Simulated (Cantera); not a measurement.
Input: 1 mol Si, 0.48 mol H2O, 1.5 mol H2, equilibrated at 9.40 Pa.

Method: chemical equilibrium by Gibbs-energy minimisation in Cantera with the NASA 1993 tables (ideal gas, pure condensed phases). Candidate condensed phases: H2O, Si, SiO2; 18 gas species. Mutual solubility and eutectic melting of coexisting phases are not modelled. The tables hold silica as quartz up to 1696 K and as liquid above; real silica turns to tridymite and cristobalite and melts near 1996 K. Kinetics and transport are ignored. All values below are at 1325 K.

Base state: H2 0.852, SiO 0.147, H 0.000156 (mole fractions); condensed: Si(s) + SiO2(β-quartz).

**Question.** What changes in the equilibrium state with this change: pressure from 9.40 Pa to 1.00 bar?

**Answer.** 
| species | before | after |
|---|---|---|
| H2 | 0.852 | 1.000 |
| SiO | 0.147 | 1.39e-5 |
| H | 0.000156 | 1.64e-6 |
| Si(s), mol | 0.589 | 0.760 |
| SiO2(β-quartz), mol | 0.0687 | 0.240 |

**Question.** What changes in the equilibrium state with this change: pressure from 9.40 Pa to 0.600 bar?

**Answer.** 
```tsv
species	before	after
H2	0.852	1.000
SiO	0.147	2.31e-5
H	0.000156	2.11e-6
Si(s), mol	0.589	0.760
SiO2(β-quartz), mol	0.0687	0.240
```
